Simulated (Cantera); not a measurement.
A closed system holds: 1 mol FeS, 4.1 mol SO₃, 0.26 mol CO₂, at 1773 K and 1 atm.

Cantera equilibrium calculation (NASA polynomials, part measured and part estimated; ideal gas, pure solids and liquids). Kinetics and transport are ignored.

| species | before | after |
|---|---|---|
| SO₂ | 0.886 | 0.861 |
| SO₃ | 0.00264 | 0.0731 |
| CO₂ | 0.0453 | 0.0476 |
| O₂ | 0.0655 | 0.0184 |
| SO | 5.01e-5 | <1e-9 |
| CO | 2.72e-5 | <1e-9 |
| O | 2.39e-5 | <1e-9 |
| Fe₃O₄(s), mol | 0.333 | 0 |
| Fe₂O₃(s), mol | 0 | 0.500 |
Gas species are given as mole fractions.

Problem. Which change was made?
A) temperature from 1773 K to 1100 K
B) SO₃ from 4.1 to 3.7 mol
C) temperature from 1773 K to 1500 K
D) temperature from 1773 K to 848.15 K

Solution. A, temperature from 1773 K to 1100 K
